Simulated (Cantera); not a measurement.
Calcination and drying: Mg(OH)2 + C + H2

Charge: 1 mol Mg(OH)2, 0.0081 mol C, 0.01 mol H2, held at 1373.15 K and 0.160 bar.

Equilibrium computed with Cantera from the NASA thermochemical tables; the gas is ideal and each condensed phase is pure. Candidate condensed phases: C, C6H6, C7H8, C8H18, H2O, Mg, MgCO3, MgO, Mg(OH)2; 116 gas species. Kinetics and transport are ignored.

```
Item                                       Result
--------------------------------------  ---------
x(H2O)                                      0.967
x(H2)                                      0.0253
x(CO2)                                    0.00755
x(CO)                                    0.000407
x(H)                                      1.33e-6
n(MgO(s))                                1.00 mol
gas amount                              1.018 mol
log10 activity of C(graphite) (absent)      -8.10
log10 activity of Mg(l) (absent)           -12.17
```
